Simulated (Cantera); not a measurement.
Gas mixture: 54.8 % C2H6, 45.2 % NH3, at 500000 Pa, frozen composition.

Cantera's kinetic-theory transport with the Lennard-Jones parameters of GRI-Mech 3.0, ideal gas; thermal conductivity in the mixture-averaged form. Polar gases are described roughly by these parameters.

D: mixture-averaged diffusion coefficient of that species in the mixture.

```json
[
 {"T (K)": "400", "ρ (kg/m³)": "3.63", "cp (J/kg/K)": "2199", "μ (µPa s)": "[?]", "λ (mW/m/K)": "39.3", "Pr": "0.726", "D (cm²/s) H2": "0.221", "D (cm²/s) NO": "0.0591", "D (cm²/s) CH4": "0.0632"},
 {"T (K)": "500", "ρ (kg/m³)": "2.91", "cp (J/kg/K)": "2547", "μ (µPa s)": "[?]", "λ (mW/m/K)": "55.4", "Pr": "0.734", "D (cm²/s) H2": "0.326", "D (cm²/s) NO": "0.0884", "D (cm²/s) CH4": "0.0953"},
 {"T (K)": "600", "ρ (kg/m³)": "2.42", "cp (J/kg/K)": "2874", "μ (µPa s)": "[?]", "λ (mW/m/K)": "72.7", "Pr": "0.741", "D (cm²/s) H2": "0.445", "D (cm²/s) NO": "0.122", "D (cm²/s) CH4": "0.132"},
 {"T (K)": "700", "ρ (kg/m³)": "2.08", "cp (J/kg/K)": "3160", "μ (µPa s)": "[?]", "λ (mW/m/K)": "90.7", "Pr": "0.745", "D (cm²/s) H2": "0.578", "D (cm²/s) NO": "0.160", "D (cm²/s) CH4": "0.174"},
 {"T (K)": "800", "ρ (kg/m³)": "1.82", "cp (J/kg/K)": "3406", "μ (µPa s)": "[?]", "λ (mW/m/K)": "109", "Pr": "0.746", "D (cm²/s) H2": "0.724", "D (cm²/s) NO": "0.201", "D (cm²/s) CH4": "0.220"},
 {"T (K)": "900", "ρ (kg/m³)": "1.62", "cp (J/kg/K)": "3622", "μ (µPa s)": "[?]", "λ (mW/m/K)": "128", "Pr": "0.745", "D (cm²/s) H2": "0.882", "D (cm²/s) NO": "0.246", "D (cm²/s) CH4": "0.270"}
]
```

### Question
Fill in the missing entries.

### Answer

- 400, μ (µPa s): 13.0
- 500, μ (µPa s): 16.0
- 600, μ (µPa s): 18.8
- 700, μ (µPa s): 21.4
- 800, μ (µPa s): 23.9
- 900, μ (µPa s): 26.3
